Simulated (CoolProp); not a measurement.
Values from CoolProp's reference Helmholtz-energy equation of state, Thol 2018.

Task: For hydrogen chloride, give the phase and the cp (kJ/(kg K)), speed of sound (m/s) at 418.6 K and 108 kPa.

Result: 
- 418.6 K and 108 kPa: gas; cp 0.803, speed of sound 365
